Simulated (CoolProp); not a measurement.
Properties of propylene along the isotherm 107.05 °C (Tc = 91.1 °C, pc = 4.555 MPa, ω = 0.146).

Model: reference Helmholtz-energy equation of state, Lemmon 2013, in CoolProp.

```tsv
p (MPa)	phase	density (kg/m³)	viscosity (µPa s)
3.5	gas	64.57	13.4
7.01	supercritical	316.7	40.3
10.5	supercritical	383.8	___
14	supercritical	413.0	61.5
17.5	supercritical	432.6	67.3
21	supercritical	___	72.3
24.5	supercritical	460.0	___
28	supercritical	470.5	80.6
31.5	supercritical	479.7	84.4
35	supercritical	487.9	87.9
38.5	supercritical	495.3	91.3
42	supercritical	502.1	___
45.5	supercritical	508.4	97.7
```

Task: What belongs in the gaps?

Result: 
- 10.5, viscosity (µPa s): 54.0
- 21, density (kg/m³): 447.7
- 24.5, viscosity (µPa s): 76.6
- 42, viscosity (µPa s): 94.5

Viscosity comes from a separate model (Huber 2003), an estimate that may be off by 10 % or more.
